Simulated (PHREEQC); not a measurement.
Consider water at 25 °C with 0.028 mol/kgw HF and 0.00033 mol/kgw AlCl3. Closed to the air; pH follows from the charge balance.

Computed with PHREEQC (ion-association model, phreeqc.dat).

Precipitation was switched off in this run.

Question: Order these F species by the share of F that they hold, largest first: AlF3, F-, HF2-, AlF4-, HF.

Answer: HF (81 %), F- (13 %), AlF4- (2.7 %), HF2- (2.2 %), AlF3 (1.5 %)

Question: Order these Al species by the share of Al that they hold, largest first: AlF2+, AlF3, AlF4-.

Answer: AlF4- (58 %), AlF3 (41 %), AlF2+ (1.1 %)

The pH is 2.33 and the ionic strength 0.00500 mol/kgw. Fluoro complexes past AlF4- and FeF3 are missing from the database.
